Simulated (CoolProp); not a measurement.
A Linde-Hampson liquefier for nitrogen: isothermal reversible compression at 290 K from 1 atm to 40 MPa, throttling to 1 atm, return gas leaving the recuperator 10 K below the feed. Each further row changes one setting.

The numbers come from the reference Helmholtz-energy equation of state, Span 2000 in CoolProp.

```csv
case,liquid yield per pass,compression work (kJ/kg of gas)
as stated,(withheld),522
high pressure 80 MPa,(withheld),(withheld)
warm-end temperature 320 K,(withheld),(withheld)
warm-end gap 15 K,(withheld),522
```

Task: Some entries are withheld; supply them.

Result: 
- as stated, liquid yield per pass: 0.080
- high pressure 80 MPa, liquid yield per pass: 0.040
- high pressure 80 MPa, compression work (kJ/kg of gas): 610
- warm-end temperature 320 K, liquid yield per pass: 0.053
- warm-end temperature 320 K, compression work (kJ/kg of gas): 580
- warm-end gap 15 K, liquid yield per pass: 0.068
